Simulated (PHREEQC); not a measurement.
Dissolve 0.28 mol HF and 0.00026 mol NaF per kg of water at 64 °C. Closed to the air; pH follows from the charge balance.

Model: ion-association model, phreeqc.dat, run in PHREEQC.

The pH is 1.88. The ionic strength is 0.0150 mol/kgw and the total alkalinity comes out as -280 meq/kg.

```tsv
species	molality	activity	log γ
HF	0.257	0.258	0.002
H+	0.0148	0.0132	-0.049
HF2-	0.00797	0.00698	-0.058
F-	0.00705	0.00615	-0.059
Na+	0.000259	0.000228	-0.057
NaF	8.03e-7	8.06e-7	0.002
```

This is a speciation only: nothing precipitates in the calculation. Constants without temperature data keep their 25 °C values here.
